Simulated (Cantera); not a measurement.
# Cu + H2O + H2 (metals in furnace atmospheres)

Feed: 1 mol Cu, 0.022 mol H2O, 170 mol H2, at 0.220 bar.

Cantera equilibrium calculation (NASA polynomials, part measured and part estimated; ideal gas, pure solids and liquids). Candidate condensed phases: Cu, CuO, Cu(OH)2, Cu2O, H2O; 12 gas species. Equilibrium is a limit: real reactors are often held back by kinetics, nucleation or transport.

From 1848 K to 1873 K the condensed part is Cu(l). From 1898 K to 2073 K nothing is condensed. The main Cu-bearing gas is Cu throughout.

```json
[
 {"T (K)": "1848", "log p H2": "-0.66", "log p Cu": "-3.03", "log p H": "-3.61", "log p H2O": "-4.55", "log p Cu2": "-5.66", "log p OH": "-8.63", "n Cu(l)": "0.275"},
 {"T (K)": "1873", "log p H2": "-0.66", "log p Cu": "-2.91", "log p H": "-3.52", "log p H2O": "-4.55", "log p Cu2": "-5.50", "log p OH": "-8.52", "n Cu(l)": "0.0486"},
 {"T (K)": "1898", "log p H2": "-0.66", "log p Cu": "-2.89", "log p H": "-3.44", "log p H2O": "-4.55", "log p Cu2": "-5.53", "log p OH": "-8.41", "n Cu(l)": "0"},
 {"T (K)": "1923", "log p H2": "-0.66", "log p Cu": "-2.89", "log p H": "-3.36", "log p H2O": "-4.55", "log p Cu2": "-5.60", "log p OH": "-8.31", "n Cu(l)": "0"},
 {"T (K)": "1948", "log p H2": "-0.66", "log p Cu": "-2.89", "log p H": "-3.28", "log p H2O": "-4.55", "log p Cu2": "-5.67", "log p OH": "-8.21", "n Cu(l)": "0"},
 {"T (K)": "1973", "log p H2": "-0.66", "log p Cu": "-2.89", "log p H": "-3.20", "log p H2O": "-4.55", "log p Cu2": "-5.73", "log p OH": "-8.11", "n Cu(l)": "0"},
 {"T (K)": "1998", "log p H2": "-0.66", "log p Cu": "-2.89", "log p H": "-3.13", "log p H2O": "-4.55", "log p Cu2": "-5.80", "log p OH": "-8.02", "n Cu(l)": "0"},
 {"T (K)": "2023", "log p H2": "-0.66", "log p Cu": "-2.89", "log p H": "-3.05", "log p H2O": "-4.55", "log p Cu2": "-5.86", "log p OH": "-7.92", "n Cu(l)": "0"},
 {"T (K)": "2048", "log p H2": "-0.66", "log p Cu": "-2.89", "log p H": "-2.98", "log p H2O": "-4.55", "log p Cu2": "-5.92", "log p OH": "-7.83", "n Cu(l)": "0"},
 {"T (K)": "2073", "log p H2": "-0.66", "log p Cu": "-2.89", "log p H": "-2.91", "log p H2O": "-4.55", "log p Cu2": "-5.98", "log p OH": "-7.74", "n Cu(l)": "0"}
]
```
log p: log10 of the partial pressure in bar; n: condensed amount in mol.
